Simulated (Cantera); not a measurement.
What does this Cantera script print?

```python
import numpy as np
import cantera as ct

gas_names = [...]  # 87 gases of nasa_gas.yaml made of C, H, Si
cond_names = """
    C(gr) C6H6(L) C7H8(L) C8H18(L),n-octa Si(cr) Si(L) SiC(b)
""".split()


# ... load() reads the species with a 1 bar reference pressure and builds the phases ...
atoms = {
    'CH3SiH3': {'C': 1, 'H': 6, 'Si': 1},
    'C2H4': {'C': 2, 'H': 4},
    'H2': {'H': 2},
}
top_T = {'C(gr)': 4500, 'SiC(b)': 3050}  # K; cautious upper limits of use, not melting points


# ... equilibrate(T, P, feed) seeds the gas with the atoms and calls Mixture.equilibrate('TP', solver="vcs", rtol=1e-11, max_steps=5000) ...
results = []
feed = {'CH3SiH3': 1, 'C2H4': 0.007, 'H2': 72}  # mol
P = 10000  # Pa
for T in [1198, 1398, 1598, 1798, 1998, 2198, 2398, 2598]:
    mix = equilibrate(T, P, feed)
    results.append((T, P, feed, dict(zip(mix.species_names, mix.species_moles))))
    x = sorted(zip(gas.X, gas.species_names), reverse=True)
    print(f"T = {T:g} K  P = {P:g} Pa  gas = {mix.phase_moles(0):.4g} mol")
    print("   x: " + "  ".join(f"{s} {v:.3e}" for v, s in x if v > 1e-05))
    print("   condensed (mol): " + ("  ".join(f"{mix.phase(i).name} {mix.phase_moles(i):.4g}"
          for i in range(1, mix.n_phases) if mix.phase_moles(i) > 1e-12) or "none"))
```

It prints:

```
T = 1198 K  P = 10000 Pa  gas = 75 mol
   x: H2 9.998e-01  CH4 1.867e-04
   condensed (mol): SiC(b) 1
T = 1398 K  P = 10000 Pa  gas = 75 mol
   x: H2 9.998e-01  CH4 1.857e-04  H 1.496e-05
   condensed (mol): SiC(b) 1
T = 1598 K  P = 10000 Pa  gas = 75.01 mol
   x: H2 9.997e-01  H 1.683e-04  CH4 1.443e-04  C2H2,acetylene 2.072e-05
   condensed (mol): SiC(b) 1
T = 1798 K  P = 10000 Pa  gas = 75.05 mol
   x: H2 9.988e-01  H 1.113e-03  C2H2,acetylene 6.938e-05  CH4 4.903e-05
   condensed (mol): SiC(b) 0.9998
T = 1998 K  P = 10000 Pa  gas = 75.21 mol
   x: H2 9.947e-01  H 5.059e-03  C2H2,acetylene 1.256e-04  Si 5.673e-05  CH4 1.723e-05  SiH2 1.393e-05  SiH 1.219e-05
   condensed (mol): SiC(b) 0.9935
T = 2198 K  P = 10000 Pa  gas = 75.74 mol
   x: H2 9.809e-01  H 1.744e-02  Si 7.951e-04  C2H2,acetylene 5.851e-04  SiH 1.106e-04  SiH2 6.370e-05  Si2C 4.633e-05  SiC2 1.785e-05  CH4 1.232e-05
   condensed (mol): SiC(b) 0.9177
T = 2398 K  P = 10000 Pa  gas = 77.43 mol
   x: H2 9.408e-01  H 4.833e-02  Si 5.617e-03  C2H2,acetylene 3.288e-03  Si2C 6.102e-04  SiC2 5.421e-04  SiH 5.349e-04  SiH2 1.720e-04  Si2 3.358e-05  CH4 1.123e-05  CH3 1.061e-05
   condensed (mol): SiC(b) 0.3682
T = 2598 K  P = 10000 Pa  gas = 80.47 mol
   x: H2 8.706e-01  H 1.123e-01  Si 9.723e-03  C2H2,acetylene 4.869e-03  SiC2 1.149e-03  SiH 6.567e-04  Si2C 3.533e-04  SiH2 1.265e-04  C2H 5.507e-05  Si2 3.017e-05  CH3 1.306e-05  C4H2 1.128e-05
   condensed (mol): none
```

Equilibrium computed with Cantera from the NASA thermochemical tables; the gas is ideal and each condensed phase is pure. The feed counts by its element totals alone. Gases not in the tables: Si2H6 and higher silanes.
